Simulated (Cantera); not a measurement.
## Hydrocarbon pyrolysis for carbon deposition

An isothermal, constant-pressure homogeneous reactor starts with 13.0 % C2H6, 87.0 % N2, at 1025 K and 101000 Pa.

Model: GRI-Mech 3.0 (53 species, 325 reactions), integrated in Cantera. GRI-Mech 3.0 stops at C3 and has no aromatics, soot or wall deposition, so with more carbon than oxygen in the feed, carbon stays in small species such as C2H2 where larger ones or solid carbon would form.

| t (s) | x C2H6 | x C2H2 | x CH3 | x C2H4 | x CH4 |
|---|---|---|---|---|---|
| 0.000600 | 0.130 | <1e-12 | 7.46e-8 | 1.11e-6 | 3.61e-7 |
| 0.00219 | 0.130 | 1.24e-10 | 8.13e-8 | 1.87e-5 | 1.56e-6 |
| 0.00802 | 0.130 | 2.23e-8 | 1.59e-7 | 0.000249 | 8.10e-6 |
| 0.0293 | 0.127 | 1.49e-6 | 3.03e-7 | 0.00210 | 6.31e-5 |
| 0.107 | 0.119 | 2.18e-5 | 2.85e-7 | 0.00940 | 0.000298 |
| 0.392 | 0.0933 | 0.000153 | 2.24e-7 | 0.0316 | 0.00111 |
| 1.43 | 0.0453 | 0.000668 | 1.26e-7 | 0.0725 | 0.00326 |
| 5.24 | 0.0182 | 0.00179 | 7.87e-8 | 0.0938 | 0.00683 |
| 19.1 | 0.0149 | 0.00308 | 1.05e-7 | 0.0920 | 0.0143 |
| 70.0 | 0.0120 | 0.00367 | 1.65e-7 | 0.0863 | 0.0313 |
x: mole fraction; the columns are a selection and need not sum to one.

Equilibrium at this temperature and pressure: C2H6 0.000451, C2H2 0.0110, CH3 1.10e-7, C2H4 0.0289, CH4 0.134 (gas phase only).
